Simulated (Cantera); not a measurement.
Mixture: CO : H₂ : O₂ : N₂ = 1 : 0.23 : 0.621 : 2.34 (molar parts), at 1.18 atm, adiabatic and at constant pressure. Ignition delay is the time to a rise of 400 K.

Detailed kinetics in Cantera: GRI-Mech 3.0 (53 species, 325 reactions). Where the delays flatten at high temperature, the 400 K rule measures the pace of heat release, not the induction time.

### Question
Predict: delay at 1075 K; delay at 1275 K; delay at 1475 K; delay at 1675 K; delay at 1875 K.

### Answer
```
Item                Value
---------------  --------
delay at 1075 K  0.164 ms
delay at 1275 K   56.4 µs
delay at 1475 K   38.5 µs
delay at 1675 K   36.7 µs
delay at 1875 K   42.9 µs
```
